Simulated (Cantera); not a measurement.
An isothermal, constant-pressure homogeneous reactor starts with H2 : O2 : N2 = 1 : 1 : 6.9 (molar parts), equivalence ratio 0.50, at 898 K and 78000 Pa.

Detailed kinetics in Cantera: GRI-Mech 3.0 (53 species, 325 reactions). Below about 950 K walls govern HO2 and H2O2 in real vessels. The temperature is held fixed by assumption; the heat of reaction is taken as removed at once.

Question: Predict: x(H2) at 2.00 s; x(O2) at 2.00 s; x(N2O) at 2.00 s; x(OH) at 2.00 s; x(O) at 2.00 s.

Answer: 
| Quantity | Value |
|---|---|
| x(H2) at 2.00 s | 0.0609 (gas-phase equilibrium 1.65e-12) |
| x(O2) at 2.00 s | 0.0879 (gas-phase equilibrium 0.0595) |
| x(N2O) at 2.00 s | 3.51e-9 (gas-phase equilibrium 4.09e-10) |
| x(OH) at 2.00 s | 3.53e-8 (gas-phase equilibrium 1.06e-8) |
| x(O) at 2.00 s | 4.14e-8 (gas-phase equilibrium 1.39e-12) |
